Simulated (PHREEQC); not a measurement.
4.9 g of hydrous ferric oxide (600 m²/g; 0.2 weak and 0.005 strong sites per Fe, Dzombak-Morel constants, diffuse double layer) in 1 kg of water with 0.005 mol/kgw of an inert sodium salt and 1.2e-05 mol/kgw H3BO3, 0.00058 mol/kgw Na2HAsO4 and 4.5e-05 mol/kgw MnCl2, at 25 °C; the pH is set by adding NaOH or the inert anion's acid. The system is closed to oxygen. CO2 from the air is kept out. No solid was allowed to form.

Computed with PHREEQC (ion-association model, wateq4f.dat).

Task: Predict B sorbed (%), surface charge σ (C/m²), surface potential ψ (mV) at pH = 4, 6.62, 8.12, 8.5.

Result: 
| pH | B sorbed (%) | surface charge σ (C/m²) | surface potential ψ (mV) |
|---|---|---|---|
| 4 | 1.6 | 0.193 | 181 |
| 6.62 | 3.0 | 0.016 | 68 |
| 8.12 | 2.9 | -0.003 | -16 |
| 8.5 | 2.6 | -0.007 | -37 |

The database has no arsenate complexes of Mn.
